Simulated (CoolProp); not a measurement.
The fluid at 493.58 K and 10.8 MPa flows at 0.34 m/s in a round tube of 12.7 mm bore and 15 µm roughness, fully developed (64/Re and Nu = 3.66 if laminar; Colebrook and Gnielinski if turbulent). The same conditions are run with several fluids, on thermodynamics alone (safety and materials aside).

Values from CoolProp's reference Helmholtz-energy equation of state of each fluid (R123: Younglove 1994; normal hydrogen: Leachman 2009; R404A: Lemmon 2003; CF4 (R14): Platzer 1990; propane: Lemmon 2009). The equations of Platzer and Polt are older, rougher fits. Blends and air are pseudo-pure fits.

### Question
Rank R123, normal hydrogen, R404A, CF4 (R14), propane by Reynolds number, highest first.

### Answer
R123 (44600), R404A (44100), CF4 (R14) (33800), propane (33400), normal hydrogen (1740)

```tsv
fluid	Darcy friction factor	pressure drop (Pa/m)	heat-transfer coefficient (W/(m² K))	mass flow (kg/h)
R123	0.0249	102	746	139
normal hydrogen	0.0369	0.854	79.5	0.789
R404A	0.0249	36.7	457	50.2
CF4 (R14)	0.0259	26.9	257	35.4
propane	0.0259	19.2	534	25.2
```

Transport values come from each fluid's own correlations; those of CF4 (R14) are estimates that may be off by 10 % or more.
